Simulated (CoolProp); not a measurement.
Values from CoolProp's reference Helmholtz-energy equation of state, Wagner 2002.

**Question.** For water, give the phase and the Z, cv (kJ/(kg K)), speed of sound (m/s), expansivity (1/kK) at 448.15 °C and 4.6 MPa.

**Answer.** 
- 448.15 °C and 4.6 MPa: gas; Z 0.952, cv 1.74, speed of sound 637, expansivity 1.67
